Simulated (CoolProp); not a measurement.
Model: reference Helmholtz-energy equation of state, Thol 2019, in CoolProp.

Question: Give the vapour pressure (bar), liquid density (kg/m³), vapour density (kg/m³), surface tension (mN/m) of saturated dodecamethylpentasiloxane (MD3M) at 538.9, 549.4, 559.9 K.

Answer: 
```csv
T (K),p (bar),liquid density (kg/m³),vapour density (kg/m³),surface tension (mN/m)
538.9,2.16,605,22.8,3.45
549.4,2.64,588,28.3,2.95
559.9,3.20,571,35.1,2.46
```

Surface tension comes from a separate correlation (Mulero 2014), older than this fluid's equation and unchecked against measurements.
